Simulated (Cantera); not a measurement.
## Catalytic combustion on Pt

An isothermal plug-flow reactor at 775 K and 760 Torr (inlet), inlet velocity 1.3 m/s, active area per volume 1600 1/m; feed H2 : O2 : N2 = 0.024 : 0.066 : 0.79 (molar parts).

Cantera simulation using Deutschmann's 1995 Pt surface mechanism with GRI-Mech 3.0 gas chemistry; the numbers are that mechanism's predictions, not measurements. Catalytic surfaces can have several steady states; this one follows from the mechanism file's or the stated starting coverage. Mass transfer to the wall is taken as infinitely fast.

| z (m) | x H2 | x O2 | x H2O | θ free Pt | θ O* | θ OH* |
|---|---|---|---|---|---|---|
| 7.2e-05 | 0.00844 | 0.0662 | 0.0191 | 0.242 | 0.750 | 0.00800 |
| 0.00013 | 0.00529 | 0.0647 | 0.0223 | 0.157 | 0.836 | 0.00701 |
| 0.00023 | 0.00317 | 0.0637 | 0.0244 | 0.0988 | 0.895 | 0.00589 |
| 0.00041 | 0.00176 | 0.0630 | 0.0259 | 0.0636 | 0.931 | 0.00490 |
| 0.00072 | 0.000891 | 0.0626 | 0.0267 | 0.0454 | 0.950 | 0.00422 |
| 0.0013 | 0.000339 | 0.0624 | 0.0273 | 0.0362 | 0.960 | 0.00381 |
| 0.0023 | 8.20e-5 | 0.0623 | 0.0276 | 0.0326 | 0.964 | 0.00363 |
| 0.0041 | 7.38e-6 | 0.0622 | 0.0276 | 0.0316 | 0.965 | 0.00358 |
| 0.0072 | 1.23e-7 | 0.0622 | 0.0276 | 0.0315 | 0.965 | 0.00357 |
x: gas mole fraction; θ: surface coverage.
